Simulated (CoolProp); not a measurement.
Model: reference Helmholtz-energy equation of state, Akasaka 2015, in CoolProp.

Q: For R245fa, give the phase and the cv (kJ/(kg K)), Joule-Thomson coefficient (K/MPa), viscosity (µPa s), fugacity coefficient at 375.1 K and 18200 kPa; 382.3 K and 18200 kPa.

A: 
- 375.1 K and 18200 kPa: liquid; cv 1.04, Joule-Thomson coefficient -0.119, viscosity 240, fugacity coefficient 0.110
- 382.3 K and 18200 kPa: liquid; cv 1.05, Joule-Thomson coefficient -0.0962, viscosity 225, fugacity coefficient 0.124

Viscosity comes from a separate model (Bell 2016), an estimate that may be off by 10 % or more.
